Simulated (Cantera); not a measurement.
Equilibrium for aluminium and copper etching: Al + Cl₂ + H₂

A closed system holds: 1 mol Al, 2.5 mol Cl₂, 0.19 mol H₂, equilibrated at 0.133 bar.

Cantera equilibrium calculation (NASA polynomials, part measured and part estimated; ideal gas, pure solids and liquids). Candidate condensed phases: Al, AlCl₃; 12 gas species. Equilibrium is a limit: real reactors are often held back by kinetics, nucleation or transport.

From 177 °C to 1152 °C nothing is condensed. The main Al-bearing gas is Al₂Cl₆ at 177 °C and AlCl₃ at 1152 °C.

```csv
T (°C),x Cl₂,x AlCl₃,x Al₂Cl₆,x HCl,x Cl,x AlCl₂,x H₂
177,0.479,0.000657,0.295,0.225,1.04e-11,<1e-12,<1e-12
252,0.478,0.00690,0.291,0.224,1.11e-9,<1e-12,<1e-12
327,0.470,0.0384,0.271,0.221,3.67e-8,<1e-12,<1e-12
402,0.448,0.131,0.211,0.210,5.53e-7,<1e-12,<1e-12
477,0.412,0.280,0.115,0.193,4.77e-6,<1e-12,<1e-12
552,0.385,0.394,0.0404,0.181,2.79e-5,<1e-12,<1e-12
627,0.374,0.438,0.0120,0.176,0.000124,<1e-12,<1e-12
702,0.371,0.451,0.00384,0.174,0.000442,2.56e-12,1.35e-12
777,0.369,0.454,0.00142,0.174,0.00132,3.66e-11,7.12e-12
852,0.368,0.455,0.000598,0.173,0.00341,3.63e-10,3.02e-11
927,0.365,0.454,0.000281,0.173,0.00782,2.70e-9,1.07e-10
1002,0.359,0.453,0.000145,0.172,0.0162,1.59e-8,3.31e-10
1077,0.349,0.449,8.04e-5,0.171,0.0308,7.65e-8,9.08e-10
1152,0.333,0.444,4.72e-5,0.169,0.0543,3.14e-7,2.26e-9
```
x: gas mole fraction; nothing condenses.
